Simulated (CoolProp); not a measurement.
The fluid at 202.65 K and 0.0089 MPa is throttled through a valve to 0.00355 MPa with no heat exchange. The same conditions are run with several fluids, on thermodynamics alone (safety and materials aside).

Values from CoolProp's reference Helmholtz-energy equation of state of each fluid (fluoroethane (R161): Wu 2012; R115: Lemmon 2016; R13: Platzer 1990; methane: Setzmann 1991; carbon monoxide: Lemmon 2006). The equations of Platzer and Polt are older, rougher fits.

| fluid | temperature change (K) | final density (kg/m³) |
|---|---|---|
| fluoroethane (R161) | ? | 0.102 |
| R115 | -0.2 | ? |
| R13 | -0.2 | 0.221 |
| methane | -0.0 | ? |
| carbon monoxide | -0.0 | ? |

### Question
Fill in the missing entries.

### Answer

- fluoroethane (R161), temperature change (K): -0.3
- R115, final density (kg/m³): 0.326
- methane, final density (kg/m³): 0.0338
- carbon monoxide, final density (kg/m³): 0.0590
